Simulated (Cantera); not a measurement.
## Thermodynamics of oxide etching and cleaning by halides, feed SiO2 + HCl + H2

Input: 1 mol SiO2, 9.6 mol HCl, 43 mol H2, at 0.000380 bar.

Equilibrium computed with Cantera from the NASA thermochemical tables; the gas is ideal and each condensed phase is pure. Candidate condensed phases: H2O, Si, SiO2; 30 gas species. The tables hold silica as quartz up to 1696 K and as liquid above; real silica turns to tridymite and cristobalite and melts near 1996 K. Equilibrium is a limit: real reactors are often held back by kinetics, nucleation or transport.

| T (°C) | x H2 | x HCl | x SiO | x H2O | x H | x Cl | n SiO2(α-quartz) | n SiO2(β-quartz) |
|---|---|---|---|---|---|---|---|---|
| 552 | 0.817 | 0.183 | <1e-12 | 5.22e-7 | 3.68e-10 | 8.37e-11 | 1.000 | 0 |
| 652 | 0.817 | 0.183 | 4.82e-12 | 1.03e-6 | 1.21e-8 | 2.60e-9 | 0 | 1.000 |
| 752 | 0.817 | 0.183 | 2.99e-9 | 1.84e-6 | 2.02e-7 | 4.16e-8 | 0 | 1.000 |
| 852 | 0.817 | 0.183 | 4.35e-7 | 3.94e-6 | 2.06e-6 | 4.09e-7 | 0 | 1.000 |
| 952 | 0.817 | 0.182 | 1.23e-5 | 1.66e-5 | 1.45e-5 | 2.78e-6 | 0 | 0.999 |
| 1052 | 0.817 | 0.182 | 0.000107 | 0.000109 | 7.58e-5 | 1.42e-5 | 0 | 0.994 |
| 1152 | 0.816 | 0.182 | 0.000611 | 0.000612 | 0.000316 | 5.78e-5 | 0 | 0.968 |
| 1252 | 0.812 | 0.182 | 0.00273 | 0.00273 | 0.00109 | 0.000196 | 0 | 0.856 |
| 1352 | 0.796 | 0.180 | 0.0100 | 0.0100 | 0.00323 | 0.000574 | 0 | 0.467 |
| 1452 | 0.776 | 0.177 | 0.0186 | 0.0186 | 0.00839 | 0.00148 | 0 | 0 |
x: gas mole fraction; n: condensed amount in mol.

At 552 °C the condensed part is SiO2(α-quartz). From 652 °C to 1352 °C the condensed part is SiO2(β-quartz). At 1452 °C nothing is condensed. The main Si-bearing gas is SiCl4 at 552 °C and SiO at 1452 °C.
